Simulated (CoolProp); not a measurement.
Properties of R407C along the isobar 1.01 bar.

Model: reference Helmholtz-energy equation of state, Lemmon 2003, in CoolProp. It is a pseudo-pure fit of the blend.

```
T (°C)  phase  density (kg/m³)  cv (kJ/(kg K))  viscosity (µPa s)  fugacity coefficient
------  -----  ---------------  --------------  -----------------  --------------------
66.05     gas            3.118          0.7951               14.0                0.9901
74.45     gas            3.040          0.8081               14.4                0.9910
82.85     gas            2.966          0.8211         (withheld)                0.9917
91.15     gas            2.897          0.8340               15.1                0.9924
99.55     gas            2.830          0.8469         (withheld)                0.9930
107.95    gas            2.766      (withheld)               15.8                0.9935
116.25    gas            2.705          0.8724         (withheld)                0.9940
124.65    gas            2.647      (withheld)               16.5                0.9945
132.95    gas            2.592          0.8976         (withheld)                0.9949
141.35    gas            2.538          0.9102               17.2                0.9953
149.75    gas            2.487      (withheld)               17.5                0.9956
158.05    gas            2.438          0.9348               17.9                0.9959
166.45    gas            2.391          0.9470               18.2                0.9962
```

Task: Fill in the missing entries.

Result: 
- 82.85, viscosity (µPa s): 14.7
- 99.55, viscosity (µPa s): 15.4
- 107.95, cv (kJ/(kg K)): 0.8598
- 116.25, viscosity (µPa s): 16.1
- 124.65, cv (kJ/(kg K)): 0.8852
- 132.95, viscosity (µPa s): 16.8
- 149.75, cv (kJ/(kg K)): 0.9226

Viscosity comes from a separate model (Geller 2000).
